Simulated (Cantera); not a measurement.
What does this Cantera script print?

```python
import numpy as np
import cantera as ct

gas_names = """
    C CH CH2 CH3 CH2OH CH3O CH4 CH3OH CO CO2 COOH C2 C2H CHCO,ketyl C2H2,acetylene C2H2,vinylidene
    CH2CO,ketene C2H3,vinyl CH3CO,acetyl C2H4 C2H4O,ethylen CH3CHO,ethanal CH3COOH (HCOOH)2 C2H5 C2H6
    CH3OCH3 C2H5OH C2O C3 C3H3,propargyl C3H4,allene C3H4,propyne C3H4,cyclo- C3H5,allyl C3H6,propylene
    C3H6,cyclo- C3H6O C3H7,n-propyl C3H7,i-propyl C3H8 C3H8O,1propanol C3H8O,2propanol C3O2 C4 C4H2
    C4H4,1,3-cyclo- C4H6,butadiene C4H6,2-butyne C4H6,cyclo- C4H8,1-butene C4H8,cis2-buten
    C4H8,tr2-butene C4H8,isobutene C4H8,cyclo- (CH3COOH)2 C4H9,n-butyl C4H9,i-butyl C4H9,s-butyl
    C4H9,t-butyl C4H10,isobutane C4H10,n-butane C5 C5H6,1,3cyclo- C5H8,cyclo- C5H10,1-pentene
    C5H10,cyclo- C5H11,pentyl C5H11,t-pentyl C5H12,n-pentane C5H12,i-pentane CH3C(CH3)2CH3 C6H2
    C6H5,phenyl C6H5O,phenoxy C6H6 C6H5OH,phenol C6H10,cyclo- C6H12,1-hexene C6H12,cyclo- C6H13,n-hexyl
    C7H7,benzyl C7H8 C7H8O,cresol C7H14,1-heptene C7H15,n-heptyl C7H16,n-heptane C8H8,styrene
    C8H10,ethylbenz C8H16,1-octene C8H17,n-octyl C8H18,isooctane C8H18,n-octane C9H19,n-nonyl
    C10H8,naphthale C10H21,n-decyl C12H9,o-bipheny C12H10,bipheny H HCO HO2 H2 HCHO,formaldehy HCOOH H2O
    H2O2 Mg MgH MgO MgOH MgO2H2 Mg2 O OH O2 O3
""".split()
cond_names = """
    C(gr) C6H6(L) C7H8(L) C8H18(L),n-octa H2O(s) H2O(L) Mg(cr) Mg(L) MgCO3(s) MgO(s) MgO(L) MgO2H2(s)
""".split()


def load(file, names, dense=False):
    # The tables refer to 1 bar. Condensed volumes are neglected.
    table = {s.name: s for s in ct.Species.list_from_file(file)}
    out = []
    for n in names:
        d = dict(table[n].input_data)
        d["thermo"] = dict(d["thermo"], **{"reference-pressure": 1e5})
        if dense:
            d["equation-of-state"] = {"model": "constant-volume", "density": "1e6 g/cm^3"}
        out.append(ct.Species.from_dict(d))
    return out


gas = ct.Solution(thermo="ideal-gas", species=load("nasa_gas.yaml", gas_names))
cond = {s.name: ct.Solution(thermo="fixed-stoichiometry", species=[s], name=s.name)
        for s in load("nasa_condensed.yaml", cond_names, dense=True)}
atoms = {
    'MgO': {'Mg': 1, 'O': 1},
    'CH4': {'C': 1, 'H': 4},
    'CO': {'C': 1, 'O': 1},
    'C': {'C': 1},
}
top_T = {'C(gr)': 4500}  # K; cautious upper limits of use, not melting points


def equilibrate(T, P, feed):
    n = {}
    for name, mol in feed.items():
        for a, k in atoms[name].items():
            n[a] = n.get(a, 0.0) + k * mol
    gas.TPX = T, P, n
    mass = sum(n.values()) * gas.mean_molecular_weight
    gas.equilibrate("TP")
    valid = [c for c in cond.values() if c.min_temp <= T <= top_T.get(c.name, c.max_temp)]
    mix = ct.Mixture([(gas, mass / gas.mean_molecular_weight)] + [(c, 0.0) for c in valid])
    mix.T, mix.P = T, P
    mix.equilibrate("TP", solver="vcs", rtol=1e-11, max_steps=5000)
    return mix


results = []
feed = {'MgO': 1, 'CH4': 0.98, 'CO': 1.1, 'C': 0.4}  # mol
P = 101325  # Pa
for T in [1625, 1700, 1775, 1850, 1925, 2000, 2075, 2150]:
    mix = equilibrate(T, P, feed)
    results.append((T, P, feed, dict(zip(mix.species_names, mix.species_moles))))

top = {s: max(r[3][s] / sum(r[3][g] for g in gas_names) for r in results) for s in gas_names}
cols = sorted((s for s in top if top[s] > 0.0001), key=lambda s: -top[s])[:5]
seen = [c for c in cond_names if any(r[3].get(c, 0) > 1e-12 for r in results)]
print("log10 of partial pressures in bar; condensed amounts in mol")
print(f"{'T/K':>10s}" + "".join(f"{s[:9]:>10s}" for s in cols + seen))
for T, P, feed, n in results:
    ng = sum(n[g] for g in gas_names)
    print(f"{T:10.4g}" + "".join(f"{np.log10(max(n[s] / ng * P / 1e5, 1e-99)):10.3f}" for s in cols)
          + "".join(f"{n.get(c, 0):10.4g}" for c in seen))
```

It prints:

```
log10 of partial pressures in bar; condensed amounts in mol
       T/K        H2        CO        Mg         H       MgH     C(gr)    MgO(s)
      1625    -0.188    -0.439    -4.140    -4.246    -6.165     1.378    0.9998
      1700    -0.189    -0.438    -3.267    -3.926    -5.264     1.377    0.9983
      1775    -0.191    -0.437    -2.471    -3.634    -4.443     1.368    0.9896
      1850    -0.204    -0.433    -1.745    -3.371    -3.699     1.321    0.9431
      1925    -0.265    -0.412    -1.094    -3.152    -3.056     1.085    0.7073
      2000    -0.408    -0.376    -0.702    -2.993    -2.715    0.3768         0
      2075    -0.409    -0.376    -0.703    -2.779    -2.697     0.375         0
      2150    -0.410    -0.376    -0.703    -2.580    -2.680    0.3723         0
```

Cantera equilibrium calculation (NASA polynomials, part measured and part estimated; ideal gas, pure solids and liquids). The tables' values for MgH are old estimates; treat these amounts as uncertain.
